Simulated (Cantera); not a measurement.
Charge: 1 mol CHF₃, 5.2 mol H₂, equilibrated at 0.120 bar.

Method: chemical equilibrium by Gibbs-energy minimisation in Cantera with the NASA 1993 tables (ideal gas, pure condensed phases). Candidate condensed phases: C, C₆H₆, C₇H₈, C₈H₁₈; 95 gas species. Rates play no part.

log p: log10 of the partial pressure in bar; n: condensed amount in mol.

```csv
T (°C),log p H₂,log p HF,log p CH₄,log p H,log p C₂H₂ (acetylene),log p F,log p C₂H,n C(graphite)
425,-1.35,-1.24,-1.75,<-12,<-12,<-12,<-12,[?]
625,-1.17,-1.30,-2.83,-10.54,-11.45,<-12,<-12,[?]
825,-1.16,-1.30,-3.75,-8.18,-9.05,<-12,<-12,0.989
1025,-1.16,-1.30,-4.41,-6.55,-7.41,-11.99,<-12,0.998
1225,-1.16,-1.30,-4.90,-5.34,-6.21,-10.06,<-12,0.999
1425,-1.16,-1.30,-5.27,-4.42,-5.30,-8.58,-10.82,0.999
1625,-1.16,-1.30,-5.56,-3.69,-4.58,-7.41,-9.00,0.997
1825,-1.16,-1.30,-5.80,-3.09,-4.01,-6.46,-7.53,0.988
2025,-1.17,-1.31,-6.01,-2.60,-3.54,-5.67,-6.32,0.965
2225,-1.19,-1.31,-6.21,-2.20,-3.16,-5.00,-5.31,0.913
2425,-1.24,-1.33,-6.43,-1.87,-2.87,-4.43,-4.47,[?]
```

### Question
Some entries are withheld; supply them.

### Answer

- 425, n C(graphite): 0.0702
- 625, n C(graphite): 0.912
- 2425, n C(graphite): 0.817
